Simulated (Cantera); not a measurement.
Input: 1 mol Cu, 0.92 mol CO, 97 mol H₂, 0.0089 mol O₂, held at 1923 K and 1580 Torr.

Method: chemical equilibrium by Gibbs-energy minimisation in Cantera with the NASA 1993 tables (ideal gas, pure condensed phases). Candidate condensed phases: C, C₆H₆, C₇H₈, C₈H₁₈, Cu, CuO, Cu(OH)₂, Cu₂O, H₂O; 113 gas species. Rates play no part.

Problem. What is the equilibrium state?

Solution. 
```json
{
 "x(H₂)": "0.989",
 "x(CO)": "0.00937",
 "x(Cu)": "0.000973",
 "x(H)": "0.000646",
 "x(H₂O)": "0.000199",
 "x(CH₄)": "1.70e-5",
 "x(Cu₂)": "3.06e-6",
 "n(Cu(l))": "0.904 mol",
 "gas_amount": "98.04 mol",
 "log10 activity of C(graphite) (absent)": "-1.80"
}
```
